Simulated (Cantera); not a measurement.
Standard-state values (1 bar) from the NASA 1993 polynomials, evaluated with Cantera. Values are per mole of reaction as written; species without (g) are pure solids or liquids, kept so even where they would boil at 1 bar.

### Question
Between 300 and 2823 K, where is each reaction favourable under standard conditions?
- C + O₂(g) → CO₂(g)
- Nb + O₂(g) → NbO₂
- 0.6667 Cr + O₂(g) → 0.6667 CrO₃(g)

### Answer
- C + O₂(g) → CO₂(g): ΔG° is -394 kJ at 300 K and -396 kJ at 2823 K; it stays negative (K > 1). ΔH° is -399 kJ and ΔS° -1 J/K at 2823 K.
- Nb + O₂(g) → NbO₂: ΔG° is -739 kJ at 300 K and -354 kJ at 2823 K; it stays negative (K > 1). ΔH° is -685 kJ and ΔS° -117 J/K at 2823 K.
- 0.6667 Cr + O₂(g) → 0.6667 CrO₃(g): ΔG° is -182 kJ at 300 K and -48 kJ at 2823 K; it stays negative (K > 1). ΔH° is -231 kJ and ΔS° -65 J/K at 2823 K.
